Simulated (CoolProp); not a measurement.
Vapour-liquid equilibrium of n-butane (1) + cyclohexane (2) at 102.05 °C; x and y are mole fractions of (1).

The numbers come from the multi-fluid Helmholtz-energy mixture model, Bücker 2006 and Zhou 2014; pair parameters Bell 2016 in CoolProp.

Task: Give the bubble pressure and the first vapour's composition at x = 0.05, 0.2, 0.5. Is there an azeotrope?

Result: x = 0.05: 0.2322 MPa, y = 0.234; x = 0.2: 0.4027 MPa, y = 0.611; x = 0.5: 0.8148 MPa, y = 0.865. No azeotrope shows between x = 0.05 and 0.95.

Pair parameters are fitted to limited data, so mixtures are less certain than the pure fluids.
